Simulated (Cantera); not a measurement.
Input (Python, Cantera) and output of one run.

```python
import numpy as np
import cantera as ct

gas_names = """
    CL CL2 H HCL H2 Si SiCL SiCL2 SiCL3 SiCL4 SiH SiHCL3 SiH2 SiH2CL2 SiH3 SiH3CL SiH4 Si2 Si3
""".split()
cond_names = """
    Si(cr) Si(L)
""".split()


# ... load() reads the species with a 1 bar reference pressure and builds the phases ...
atoms = {
    'SiH4': {'Si': 1, 'H': 4},
    'HCl': {'H': 1, 'CL': 1},
    'H2': {'H': 2},
}
top_T = {}  # K; cautious upper limits of use, not melting points


# ... equilibrate(T, P, feed) seeds the gas with the atoms and calls Mixture.equilibrate('TP', solver="vcs", rtol=1e-11, max_steps=5000) ...
results = []
T = 1448.15  # K
P = 23000  # Pa
for m in [0.13, 0.18, 0.24, 0.33, 0.46, 0.63, 0.87, 1.2, 1.6, 2.3, 3.1, 4.3]:
    feed = {'SiH4': 1, 'HCl': m, 'H2': 72}  # mol
    mix = equilibrate(T, P, feed)
    results.append((T, P, feed, dict(zip(mix.species_names, mix.species_moles))))

top = {s: max(r[3][s] / sum(r[3][g] for g in gas_names) for r in results) for s in gas_names}
cols = sorted((s for s in top if top[s] > 0.0001), key=lambda s: -top[s])[:6]
seen = [c for c in cond_names if any(r[3].get(c, 0) > 1e-12 for r in results)]
print("log10 of partial pressures in bar; condensed amounts in mol")
print(f"{'n(HCl)':>10s}" + "".join(f"{s[:9]:>10s}" for s in cols + seen))
for T, P, feed, n in results:
    ng = sum(n[g] for g in gas_names)
    print(f"{feed['HCl']:10.4g}" + "".join(f"{np.log10(max(n[s] / ng * P / 1e5, 1e-99)):10.3f}" for s in cols)
          + "".join(f"{n.get(c, 0):10.4g}" for c in seen))
```

Output:

```
log10 of partial pressures in bar; condensed amounts in mol
    n(HCl)        H2       HCL     SiCL2     SiCL3    SiHCL3     SiCL4    Si(cr)
      0.13    -0.639    -3.399    -5.671    -8.204    -8.479   -10.172    0.9992
      0.18    -0.639    -3.260    -5.392    -7.785    -8.061    -9.614    0.9986
      0.24    -0.640    -3.137    -5.147    -7.418    -7.693    -9.123    0.9975
      0.33    -0.640    -3.003    -4.877    -7.013    -7.289    -8.584    0.9955
      0.46    -0.641    -2.864    -4.598    -6.595    -6.871    -8.026    0.9915
      0.63    -0.642    -2.734    -4.338    -6.204    -6.481    -7.505    0.9844
      0.87    -0.643    -2.603    -4.074    -5.809    -6.087    -6.979    0.9713
       1.2    -0.645    -2.476    -3.818    -5.425    -5.703    -6.466    0.9475
       1.6    -0.647    -2.365    -3.595    -5.090    -5.370    -6.020    0.9109
       2.3    -0.651    -2.232    -3.324    -4.684    -4.965    -5.479    0.8291
       3.1    -0.654    -2.128    -3.112    -4.366    -4.649    -5.055     0.713
       4.3    -0.660    -2.021    -2.893    -4.037    -4.323    -4.617    0.5039
```

Method: chemical equilibrium by Gibbs-energy minimisation in Cantera with the NASA 1993 tables (ideal gas, pure condensed phases). The tables' values for SiCl3 are old estimates; treat these amounts as uncertain.
